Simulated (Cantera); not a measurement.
Charge: 1 mol Si₃H₈, 0.015 mol Cl₂, 67 mol N₂, at 14000 Pa.

Equilibrium computed with Cantera from the NASA thermochemical tables; the gas is ideal and each condensed phase is pure. Candidate condensed phases: NH₄Cl, Si, Si₃N₄; 28 gas species. The feed counts by its element totals alone. N₂ is the only nitrogen source here; it is nearly inert below about 1500 K, so the nitride shown seldom forms there in practice. Equilibrium is a limit: real reactors are often held back by kinetics, nucleation or transport. All values below are at 1223 K.

Base state: N₂ 0.942, H₂ 0.0577, HCl 0.000435 (mole fractions); condensed: Si₃N₄(s).

Problem. What changes in the equilibrium state with this change: Cl₂ from 0.015 to 0.12 mol?

Solution. 
```tsv
species	before	after
N₂	0.942	0.940
H₂	0.0577	0.0561
HCl	0.000435	0.00347
Si₃N₄(s), mol	1.00	1.000
```
